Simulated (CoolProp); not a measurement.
R236EA along the isotherm 138.85 °C: fugacity coefficient from the reference equation and from simpler models built on Tc = 139.3 °C, pc = 34.14 bar, ω = 0.368; each cubic takes its own stable root.

Computed with CoolProp (reference Helmholtz-energy equation of state, Rui 2013).

```json
[
 {"p (bar)": "6", "phase": "gas", "reference": "0.9399", "Soave-Redlich-Kwong": "0.9405", "Peng-Robinson": "0.9342"},
 {"p (bar)": "12", "phase": "gas", "reference": "0.8809", "Soave-Redlich-Kwong": "0.8822", "Peng-Robinson": "?"},
 {"p (bar)": "18", "phase": "gas", "reference": "?", "Soave-Redlich-Kwong": "0.8246", "Peng-Robinson": "0.8086"},
 {"p (bar)": "24", "phase": "gas", "reference": "0.7642", "Soave-Redlich-Kwong": "?", "Peng-Robinson": "0.7477"},
 {"p (bar)": "30", "phase": "gas", "reference": "0.7041", "Soave-Redlich-Kwong": "?", "Peng-Robinson": "0.6864"},
 {"p (bar)": "36", "phase": "liquid", "reference": "0.6300", "Soave-Redlich-Kwong": "0.6379", "Peng-Robinson": "?"},
 {"p (bar)": "42", "phase": "liquid", "reference": "0.5570", "Soave-Redlich-Kwong": "?", "Peng-Robinson": "0.5462"},
 {"p (bar)": "48", "phase": "liquid", "reference": "0.5018", "Soave-Redlich-Kwong": "0.5155", "Peng-Robinson": "0.4935"},
 {"p (bar)": "54", "phase": "liquid", "reference": "?", "Soave-Redlich-Kwong": "0.4739", "Peng-Robinson": "?"},
 {"p (bar)": "60", "phase": "liquid", "reference": "0.4244", "Soave-Redlich-Kwong": "0.4406", "Peng-Robinson": "0.4190"}
]
```

Question: Fill in the missing entries.

Answer: 
- 12, Peng-Robinson: 0.8706
- 18, reference: 0.8226
- 24, Soave-Redlich-Kwong: 0.7671
- 30, Soave-Redlich-Kwong: 0.7084
- 36, Peng-Robinson: 0.6151
- 42, Soave-Redlich-Kwong: 0.5685
- 54, reference: 0.4588
- 54, Peng-Robinson: 0.4522
